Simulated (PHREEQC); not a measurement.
**Copper plating or etch bath**

Make-up at 25 °C: 0.14 mol/kgw Cu(NO3)2 and 0.0031 mol/kgw NaCl. Closed to the air; pH follows from the charge balance.

Equilibrium calculation in PHREEQC: ion-association model, wateq4f.dat.

This is a speciation only: nothing precipitates in the calculation.

Question: What pH, activity of water does the model give?

Answer: pH 4.16; activity of water 0.993.

Question: In which forms is Cl present?

Answer: Cl- 91 %, CuCl+ 8.9 % of the Cl.
